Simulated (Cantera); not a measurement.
What does this Cantera script print?

```python
import numpy as np
import cantera as ct

gas_names = """
    CL CL2 H HCL H2 Si SiCL SiCL2 SiCL3 SiCL4 SiH SiHCL3 SiH2 SiH2CL2 SiH3 SiH3CL SiH4 Si2 Si3
""".split()
cond_names = """
    Si(cr) Si(L)
""".split()


def load(file, names, dense=False):
    # The tables refer to 1 bar. Condensed volumes are neglected.
    table = {s.name: s for s in ct.Species.list_from_file(file)}
    out = []
    for n in names:
        d = dict(table[n].input_data)
        d["thermo"] = dict(d["thermo"], **{"reference-pressure": 1e5})
        if dense:
            d["equation-of-state"] = {"model": "constant-volume", "density": "1e6 g/cm^3"}
        out.append(ct.Species.from_dict(d))
    return out


gas = ct.Solution(thermo="ideal-gas", species=load("nasa_gas.yaml", gas_names))
cond = {s.name: ct.Solution(thermo="fixed-stoichiometry", species=[s], name=s.name)
        for s in load("nasa_condensed.yaml", cond_names, dense=True)}
atoms = {
    'Si2H6': {'Si': 2, 'H': 6},
    'HCl': {'H': 1, 'CL': 1},
    'H2': {'H': 2},
}
top_T = {}  # K; cautious upper limits of use, not melting points


def equilibrate(T, P, feed):
    n = {}
    for name, mol in feed.items():
        for a, k in atoms[name].items():
            n[a] = n.get(a, 0.0) + k * mol
    gas.TPX = T, P, n
    mass = sum(n.values()) * gas.mean_molecular_weight
    gas.equilibrate("TP")
    valid = [c for c in cond.values() if c.min_temp <= T <= top_T.get(c.name, c.max_temp)]
    mix = ct.Mixture([(gas, mass / gas.mean_molecular_weight)] + [(c, 0.0) for c in valid])
    mix.T, mix.P = T, P
    mix.equilibrate("TP", solver="vcs", rtol=1e-11, max_steps=5000)
    return mix


results = []
feed = {'Si2H6': 1, 'HCl': 0.17, 'H2': 49}  # mol
P = 2700  # Pa
for T in [1100, 1150, 1200, 1250, 1300, 1350, 1400, 1450, 1500, 1550, 1600, 1650, 1700, 1750]:
    mix = equilibrate(T, P, feed)
    results.append((T, P, feed, dict(zip(mix.species_names, mix.species_moles))))
    x = sorted(zip(gas.X, gas.species_names), reverse=True)
    print(f"T = {T:g} K  P = {P:g} Pa  gas = {mix.phase_moles(0):.4g} mol")
    print("   x: " + "  ".join(f"{s} {v:.3e}" for v, s in x if v > 1e-06))
    print("   condensed (mol): " + ("  ".join(f"{mix.phase(i).name} {mix.phase_moles(i):.4g}"
          for i in range(1, mix.n_phases) if mix.phase_moles(i) > 1e-12) or "none"))
```

It prints:

```
T = 1100 K  P = 2700 Pa  gas = 52.17 mol
   x: H2 9.968e-01  HCL 3.200e-03  SiCL2 2.091e-05  SiHCL3 2.818e-06  SiH2CL2 1.552e-06
   condensed (mol): Si(cr) 1.999
T = 1150 K  P = 2700 Pa  gas = 52.17 mol
   x: H2 9.968e-01  HCL 3.206e-03  SiCL2 2.269e-05  SiHCL3 1.029e-06
   condensed (mol): Si(cr) 1.999
T = 1200 K  P = 2700 Pa  gas = 52.17 mol
   x: H2 9.968e-01  HCL 3.206e-03  SiCL2 2.435e-05  H 1.199e-06
   condensed (mol): Si(cr) 1.999
T = 1250 K  P = 2700 Pa  gas = 52.17 mol
   x: H2 9.968e-01  HCL 3.205e-03  SiCL2 2.593e-05  H 2.937e-06
   condensed (mol): Si(cr) 1.999
T = 1300 K  P = 2700 Pa  gas = 52.17 mol
   x: H2 9.968e-01  HCL 3.203e-03  SiCL2 2.744e-05  H 6.722e-06
   condensed (mol): Si(cr) 1.999
T = 1350 K  P = 2700 Pa  gas = 52.17 mol
   x: H2 9.968e-01  HCL 3.200e-03  SiCL2 2.889e-05  H 1.448e-05
   condensed (mol): Si(cr) 1.998
T = 1400 K  P = 2700 Pa  gas = 52.17 mol
   x: H2 9.967e-01  HCL 3.197e-03  SiCL2 3.027e-05  H 2.955e-05
   condensed (mol): Si(cr) 1.998
T = 1450 K  P = 2700 Pa  gas = 52.17 mol
   x: H2 9.967e-01  HCL 3.195e-03  H 5.746e-05  SiCL2 3.158e-05
   condensed (mol): Si(cr) 1.998
T = 1500 K  P = 2700 Pa  gas = 52.17 mol
   x: H2 9.967e-01  HCL 3.192e-03  H 1.069e-04  SiCL2 3.283e-05  SiH2 1.493e-06
   condensed (mol): Si(cr) 1.998
T = 1550 K  P = 2700 Pa  gas = 52.18 mol
   x: H2 9.966e-01  HCL 3.189e-03  H 1.913e-04  SiCL2 3.401e-05  SiH2 2.783e-06  Si 1.230e-06
   condensed (mol): Si(cr) 1.998
T = 1600 K  P = 2700 Pa  gas = 52.18 mol
   x: H2 9.964e-01  HCL 3.186e-03  H 3.303e-04  SiCL2 3.512e-05  SiH2 4.988e-06  Si 3.611e-06  SiH 1.291e-06
   condensed (mol): Si(cr) 1.998
T = 1650 K  P = 2700 Pa  gas = 52.19 mol
   x: H2 9.962e-01  HCL 3.183e-03  H 5.518e-04  SiCL2 3.615e-05  Si 9.922e-06  SiH2 8.624e-06  SiH 2.973e-06  CL 1.382e-06  SiCL 1.187e-06
   condensed (mol): Si(cr) 1.997
T = 1700 K  P = 2700 Pa  gas = 52.19 mol
   x: H2 9.958e-01  HCL 3.180e-03  H 8.949e-04  SiCL2 3.637e-05  Si 2.513e-05  SiH2 1.413e-05  SiH 6.377e-06  CL 2.222e-06  SiCL 2.134e-06
   condensed (mol): Si(L) 1.996
T = 1750 K  P = 2700 Pa  gas = 52.21 mol
   x: H2 9.953e-01  HCL 3.182e-03  H 1.412e-03  Si 5.560e-05  SiCL2 3.379e-05  SiH2 2.073e-05  SiH 1.206e-05  CL 3.482e-06  SiCL 3.421e-06
   condensed (mol): Si(L) 1.993
```

Cantera equilibrium calculation (NASA polynomials, part measured and part estimated; ideal gas, pure solids and liquids). The feed counts by its element totals alone. Gases not in the tables: Si2H6 and higher silanes.
